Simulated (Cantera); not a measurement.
Input (Python, Cantera) and output of one run.

```python
import numpy as np
import cantera as ct

gas_names = [...]  # 87 gases of nasa_gas.yaml made of C, H, Si
cond_names = """
    C(gr) C6H6(L) C7H8(L) C8H18(L),n-octa Si(cr) Si(L) SiC(b)
""".split()


# ... load() reads the species with a 1 bar reference pressure and builds the phases ...
atoms = {
    'SiC': {'Si': 1, 'C': 1},
    'H2': {'H': 2},
    'C': {'C': 1},
}
top_T = {'C(gr)': 4500, 'SiC(b)': 3050}  # K; cautious upper limits of use, not melting points


# ... equilibrate(T, P, feed) seeds the gas with the atoms and calls Mixture.equilibrate('TP', solver="vcs", rtol=1e-11, max_steps=5000) ...
results = []
feed = {'SiC': 1, 'H2': 1.2, 'C': 0.021}  # mol
T = 2125  # K
P = 390000  # Pa
mix = equilibrate(T, P, feed)
results.append((T, P, feed, dict(zip(mix.species_names, mix.species_moles))))
print(gas.report(threshold=1e-05))
for i in range(1, mix.n_phases):
    print(f"{mix.phase(i).name:16s} {mix.phase_moles(i):12.5e} mol")
```

Output:

```
       temperature   2125 K
          pressure   3.9e+05 Pa
           density   0.045759 kg/m^3
  mean mol. weight   2.073 kg/kmol
   phase of matter   gas

                          1 kg             1 kmol
                     ---------------   ---------------
          enthalpy        2.8065e+07        5.8179e+07  J
   internal energy        1.9542e+07        4.0511e+07  J
           entropy             86759        1.7986e+05  J/K
    Gibbs function        -1.563e+08       -3.2401e+08  J
 heat capacity c_p             16761             34746  J/K
 heat capacity c_v             12750             26431  J/K

                      mass frac. Y      mole frac. X     chem. pot. / RT
                     ---------------   ---------------   ---------------
               CH3        0.00031175        4.2985e-05           -30.375
               CH4         0.0092968         0.0012013           -39.535
    C2H2,acetylene          0.020947         0.0016677           -24.112
              C2H4        0.00030583        2.2599e-05           -42.431
                 H        0.00089196         0.0018344           -9.1596
                H2           0.96782            0.9952           -18.319
              SiH2        0.00025355        1.7462e-05           -27.016
     [  +80 minor]        0.00017614         1.124e-05

C(gr)             1.54722e-02 mol
Si(L)             0.00000e+00 mol
SiC(b)            9.99969e-01 mol
```

Equilibrium computed with Cantera from the NASA thermochemical tables; the gas is ideal and each condensed phase is pure. Gases not in the tables: Si2H6 and higher silanes.
